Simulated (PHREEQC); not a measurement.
# Brine (model solution)

Dissolve 0.3 mol HCl and 0.13 mol KCl per kg of water at 35 °C. Closed to the air; pH follows from the charge balance.

All values are PHREEQC results (Pitzer model, pitzer.dat), not measurements.

No solid was allowed to form.

**Question.** What pH, activity of water does the model give?

**Answer.** pH 0.61; activity of water 0.985.
